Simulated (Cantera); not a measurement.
A Cantera script and what it prints.

```python
import numpy as np
import cantera as ct

gas_names = """
    CL CLF CLF3 CL2 F F2 H HCL HF H2 H2F2 H3F3 H4F4 H5F5 H6F6 H7F7 Si SiCL SiCL2 SiCL3 SiCL4 SiF SiF2
    SiF3 SiF4 SiH SiHCL3 SiHF3 SiH2 SiH2CL2 SiH2F2 SiH3 SiH3CL SiH3F SiH4 Si2 Si3
""".split()
cond_names = """
    Si(cr) Si(L)
""".split()


# ... load() reads the species with a 1 bar reference pressure and builds the phases ...
atoms = {
    'Si': {'Si': 1},
    'Cl2': {'CL': 2},
    'H2': {'H': 2},
    'F2': {'F': 2},
}
top_T = {}  # K; cautious upper limits of use, not melting points


# ... equilibrate(T, P, feed) seeds the gas with the atoms and calls Mixture.equilibrate('TP', solver="vcs", rtol=1e-11, max_steps=5000) ...
results = []
feed = {'Si': 1, 'Cl2': 1.1, 'H2': 85, 'F2': 4.3}  # mol
T = 1498  # K
P = 13332.2  # Pa
mix = equilibrate(T, P, feed)
results.append((T, P, feed, dict(zip(mix.species_names, mix.species_moles))))
x = sorted(zip(gas.X, gas.species_names), reverse=True)
print(f"T = {T:g} K  P = {P:g} Pa  gas = {mix.phase_moles(0):.4g} mol")
print("   x: " + "  ".join(f"{s} {v:.3e}" for v, s in x if v > 0.001))
print("   condensed (mol): " + ("  ".join(f"{mix.phase(i).name} {mix.phase_moles(i):.4g}"
      for i in range(1, mix.n_phases) if mix.phase_moles(i) > 1e-12) or "none"))
```

Result:

```
T = 1498 K  P = 13332.2 Pa  gas = 89.41 mol
   x: H2 9.124e-01  HF 5.172e-02  HCL 2.460e-02  SiF4 1.092e-02
   condensed (mol): none
```

These are equilibrium values from Cantera (NASA tables, ideal gas, pure condensed phases), not measurements of a reactor. The tables' values for SiF3 are old estimates; treat these amounts as uncertain.
